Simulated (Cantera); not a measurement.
Charge: 1 mol FeS, 100 mol H₂, 2.2 mol N₂, at 100000 Pa.

Equilibrium computed with Cantera from the NASA thermochemical tables; the gas is ideal and each condensed phase is pure. Candidate condensed phases: Fe, FeS, FeS₂, S; 16 gas species. Metal and sulfide melt together well below either melting point, which pure phases cannot show. Mutual solubility and eutectic melting of coexisting phases are not modelled. FeS: taken at fixed stoichiometry. Gases not in the tables: S₃ to S₇. Rates play no part.

### Question
Which condensed phases are stable at each of these points (T (K)): 1023, 1123, 1223, 1323, 1423, 1523, 1623, 1723, 1823, 1923, 2023, 2123?

### Answer
```tsv
T (K)	condensed phases	Fe condensed (%)
1023	Fe(α) + FeS(s)	100.0
1123	Fe(α) + FeS(s)	100.0
1223	Fe(γ) + FeS(s)	100.0
1323	Fe(γ) + FeS(s)	100.0
1423	Fe(γ)	100.0
1523	Fe(γ)	100.0
1623	Fe(γ)	100.0
1723	Fe(δ)	99.9
1823	Fe(l)	99.6
1923	Fe(l)	98.5
2023	Fe(l)	95.2
2123	Fe(l)	86.3
```

From 1023 K to 1123 K the condensed part is Fe(α) + FeS(s). From 1223 K to 1323 K the condensed part is Fe(γ) + FeS(s). From 1423 K to 1623 K the condensed part is Fe(γ). At 1723 K the condensed part is Fe(δ). From 1823 K to 2123 K the condensed part is Fe(l).
